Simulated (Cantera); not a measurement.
A perfectly stirred reactor is fed with CH₄ : CO₂ : H₂ = 1 : 3.7 : 0.064 (molar parts), at 2.20 bar; it is held at 1600 K, and followed from long to short residence time.

Cantera simulation using GRI-Mech 3.0 (53 species, 325 reactions); the numbers are that mechanism's predictions, not measurements.

### Question
What does this change do: pressure from 2.20 bar to 9.10 bar?

### Answer
| quantity | before | after |
|---|---|---|
| x(CH₄) at τ = 2.30 s | 0.0175 | 0.0164 |
| x(CO₂) at τ = 2.30 s | 0.297 | 0.278 |
| x(H₂) at τ = 2.30 s | 0.0872 | 0.0943 |
| x(C₂H₄) at τ = 2.30 s | 0.000449 | 0.00101 |
| x(O) at τ = 2.30 s | 3.10e-11 | 9.98e-12 |
| x(CH₄) at τ = 21.0 ms | 0.145 | 0.116 |
| x(CO₂) at τ = 21.0 ms | 0.690 | 0.630 |
| x(H₂) at τ = 21.0 ms | 0.0456 | 0.0427 |
| x(C₂H₄) at τ = 21.0 ms | 0.00294 | 0.00365 |
| x(O) at τ = 21.0 ms | 1.12e-11 | 4.23e-12 |

### Question
What does this change do: pressure from 2.20 bar to 100.0 Torr?

### Answer
| quantity | before | after |
|---|---|---|
| x(CH₄) at τ = 2.30 s | 0.0175 | 0.0284 |
| x(CO₂) at τ = 2.30 s | 0.297 | 0.380 |
| x(H₂) at τ = 2.30 s | 0.0872 | 0.0654 |
| x(C₂H₄) at τ = 2.30 s | 0.000449 | 0.000296 |
| x(O) at τ = 2.30 s | 3.10e-11 | 1.91e-10 |
| x(CH₄) at τ = 21.0 ms | 0.145 | 0.190 |
| x(CO₂) at τ = 21.0 ms | 0.690 | 0.761 |
| x(H₂) at τ = 21.0 ms | 0.0456 | 0.0291 |
| x(C₂H₄) at τ = 21.0 ms | 0.00294 | 0.00308 |
| x(O) at τ = 21.0 ms | 1.12e-11 | 3.55e-11 |

### Question
What does this change do: CH4 1 to 0.18 parts?

### Answer
| quantity | before | after |
|---|---|---|
| x(CH₄) at τ = 2.30 s | 0.0175 | 0.00273 |
| x(CO₂) at τ = 2.30 s | 0.297 | 0.746 |
| x(H₂) at τ = 2.30 s | 0.0872 | 0.00640 |
| x(C₂H₄) at τ = 2.30 s | 0.000449 | 1.93e-5 |
| x(O) at τ = 2.30 s | 3.10e-11 | 1.42e-10 |
| x(CH₄) at τ = 21.0 ms | 0.145 | 0.0326 |
| x(CO₂) at τ = 21.0 ms | 0.690 | 0.901 |
| x(H₂) at τ = 21.0 ms | 0.0456 | 0.00948 |
| x(C₂H₄) at τ = 21.0 ms | 0.00294 | 0.000777 |
| x(O) at τ = 21.0 ms | 1.12e-11 | 4.75e-11 |
